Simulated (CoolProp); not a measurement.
Properties of propylene along the isobar 7.49 MPa (Tc = 91.1 °C, pc = 4.555 MPa, ω = 0.146).

Model: reference Helmholtz-energy equation of state, Lemmon 2013, in CoolProp.

```
T (°C)    phase  density (kg/m³)  speed of sound (m/s)  Joule-Thomson coefficient (K/MPa)
-------  ------  ---------------  --------------------  ---------------------------------
-109.65  liquid            687.0                  1618                            -0.5256
-94.75   liquid            670.8                  1529                            -0.5128
-79.95   liquid            654.5                  1440                            -0.4946
-65.05   liquid            637.9                  1349                            -0.4702
-50.15   liquid            620.9                  1259                            -0.4392
-35.25   liquid            603.5                  1169                            -0.4007
-20.45   liquid            585.6                  1081                            -0.3537
-5.55    liquid            566.7                 992.0                            -0.2952
9.35     liquid            546.9                 903.8                            -0.2217
24.25    liquid            525.8                 815.6                            -0.1267
39.05    liquid            503.0                 727.5                         -0.0003335
53.95    liquid            477.6                 637.4                             0.1800
68.85    liquid            448.6                 544.6                             0.4563
```
